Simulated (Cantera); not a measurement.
Input (Python, Cantera):

```python
import numpy as np
import cantera as ct

gas = ct.Solution("h2o2.yaml")
gas.TPX = 350, 120000, {'H2': 1, 'O2': 0.602, 'N2': 2.27}
flame = ct.FreeFlame(gas, width=0.035)
flame.set_refine_criteria(ratio=3, slope=0.08, curve=0.16)
flame.transport_model = "mixture-averaged"
flame.solve(loglevel=0, auto=True)
z, T = flame.grid, flame.T
thick = (T[-1] - T[0]) / np.gradient(T, z).max()
show = ['H2', 'O2', 'OH', 'H2O2', 'O', 'HO2']
print(f"laminar burning velocity  {flame.velocity[0] * 100:.3f} cm/s")
print(f"burnt temperature         {T[-1]:.1f} K")
print(f"thermal thickness         {thick * 1e3:.4f} mm")
print(f"grid points               {len(z)}")
z0 = z[flame.heat_release_rate.argmax()]
print(f"{'z/mm':>9s}{'T/K':>9s}{'u/(m/s)':>9s}" + "".join(f"{s:>11s}" for s in show))
rows = []
for k in (-3, -2, -1.5, -1, -0.5, -0.25, 0, 0.25, 0.5, 1, 2, 4, 8):
    zz = z0 + k * thick
    rows.append([k * thick, np.interp(zz, z, T), np.interp(zz, z, flame.velocity),
                 *(np.interp(zz, z, flame.X[gas.species_index(s)]) for s in show)])
    print(f"{rows[-1][0] * 1e3:9.3f}{rows[-1][1]:9.1f}{rows[-1][2]:9.3f}" + "".join(f"{x:11.3e}" for x in rows[-1][3:]))
```

Result:

```
laminar burning velocity  227.791 cm/s
burnt temperature         2232.3 K
thermal thickness         0.2852 mm
grid points               110
     z/mm      T/K  u/(m/s)         H2         O2         OH       H2O2          O        HO2
   -0.855    350.0    2.278  2.583e-01  1.555e-01  7.534e-15  1.330e-12  2.292e-12  9.927e-12
   -0.570    350.0    2.278  2.582e-01  1.555e-01  3.292e-13  8.693e-11  7.882e-11  6.271e-10
   -0.428    350.0    2.277  2.580e-01  1.555e-01  9.303e-12  1.610e-09  9.332e-10  1.146e-08
   -0.285    350.5    2.277  2.568e-01  1.558e-01  1.582e-09  4.666e-08  1.430e-08  3.249e-07
   -0.143    382.2    2.437  2.406e-01  1.586e-01  1.017e-05  1.697e-05  1.753e-06  1.175e-04
   -0.071    671.3    4.120  1.944e-01  1.538e-01  9.051e-04  9.386e-05  1.586e-04  3.957e-04
    0.000   1120.4    6.681  1.207e-01  1.224e-01  2.207e-03  1.984e-05  2.651e-03  1.511e-04
    0.071   1435.2    8.479  5.753e-02  7.659e-02  6.516e-03  5.282e-06  7.608e-03  7.490e-05
    0.143   1609.0    9.466  3.195e-02  5.324e-02  1.028e-02  2.890e-06  9.683e-03  4.456e-05
    0.285   1781.4   10.403  2.285e-02  4.313e-02  1.306e-02  1.405e-06  8.822e-03  2.782e-05
    0.570   1937.0   11.212  1.817e-02  3.890e-02  1.369e-02  7.349e-07  6.288e-03  1.757e-05
    1.141   2063.8   11.848  1.257e-02  3.574e-02  1.256e-02  4.496e-07  3.855e-03  1.026e-05
    2.281   2151.7   12.277  7.468e-03  3.373e-02  1.027e-02  3.085e-07  2.101e-03  5.870e-06
```

Computed with Cantera and the H2/O2 subset of GRI-Mech 3.0, which has no nitrogen chemistry. Burning velocities carry a grid error of a few per cent, more on coarse grids.
